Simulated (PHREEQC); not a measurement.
**Acid rinse or clean: an equilibrium model**

Make-up at 25 °C: 110 mmol/kgw H2SO4, 2.1 mmol/kgw CuSO4 and 1.7 mmol/kgw MgCl2. Closed to the air; pH follows from the charge balance.

All values are PHREEQC results (ion-association model, phreeqc.dat), not measurements.

This is a speciation only: nothing precipitates in the calculation.

Q: What pH does the model give?

A: pH 0.98.

Q: In which forms is S present?

A: HSO4- 80 %, SO4-2 19 %, CuSO4 0.6 %, MgSO4 0.5 % of the S.

Species that the database lacks are ignored.
